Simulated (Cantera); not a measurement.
Feed: 1 mol AlCl3, 3.6 mol N2O, 2.7 mol H2, equilibrated at 0.710 bar.

Method: chemical equilibrium by Gibbs-energy minimisation in Cantera with the NASA 1993 tables (ideal gas, pure condensed phases). Candidate condensed phases: Al, AlCl3, AlN, Al2O3, H2O, NH4Cl; 45 gas species. Gases not in the tables: Al(OH)3. Kinetics and transport are ignored. All values below are at 1875 K.

Base state: N2 0.433, HCl 0.338, H2O 0.156, O2 0.0470, Cl 0.0210, NO 0.00186, Cl2 0.00159, OH 0.000998 (mole fractions); condensed: Al2O3(s).

### Question
What changes in the equilibrium state with this change: N2O from 3.6 to 3.2 mol?

### Answer
| species | before | after |
|---|---|---|
| N2 | 0.433 | 0.416 |
| HCl | 0.338 | 0.369 |
| H2O | 0.156 | 0.167 |
| O2 | 0.0470 | 0.0262 |
| Cl | 0.0210 | 0.0191 |
| AlCl3 | 1.32e-5 | 1.56e-5 |
| ClO | 6.38e-5 | 4.35e-5 |
| H2 | 9.01e-5 | 0.000129 |
| NO | 0.00186 | 0.00136 |
| O | 6.19e-5 | 4.62e-5 |
| Al2O3(s), mol | 0.500 | 0.500 |

### Question
What changes in the equilibrium state with this change: N2O from 3.6 to 7.4 mol?

### Answer
| species | before | after |
|---|---|---|
| N2 | 0.433 | 0.526 |
| HCl | 0.338 | 0.191 |
| O2 | 0.0470 | 0.160 |
| H2O | 0.156 | 0.0968 |
| Cl | 0.0210 | 0.0204 |
| AlCl3 | 1.32e-5 | 4.85e-6 |
| H2 | 9.01e-5 | 3.03e-5 |
| NO | 0.00186 | 0.00378 |
| O | 6.19e-5 | 0.000114 |
| Al2O3(s), mol | 0.500 | 0.500 |

### Question
What changes in the equilibrium state with this change: N2O from 3.6 to 1.3 mol?

### Answer
```tsv
species	before	after
HCl	0.338	0.476
H2	9.01e-5	0.256
N2	0.433	0.239
H2O	0.156	0.00208
O2	0.0470	<1e-9
AlCl3	1.32e-5	0.0240
Cl	0.0210	0.000553
AlCl	<1e-9	0.000291
NO	0.00186	6.47e-9
AlCl2	2.40e-8	0.00165
Al2O3(s), mol	0.500	0.430
```
The tables' values for AlCl2 are old estimates; treat these amounts as uncertain.
